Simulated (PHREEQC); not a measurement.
Make-up at 20 °C: 0.0015 mol/kgw H2SO4 and 0.0001 mol/kgw CaCl2. Closed to the air; pH follows from the charge balance.

The numbers come from PHREEQC with the ion-association model, wateq4f.dat.

Precipitation was switched off in this run.

### Question
Predict the pH, ionic strength.

### Answer
pH 2.59; ionic strength 0.00429 mol/kgw.

### Question
In which forms is Ca present?

### Answer
Ca+2 88 %, CaSO4 12 % of the Ca.

Species that the database lacks are ignored.
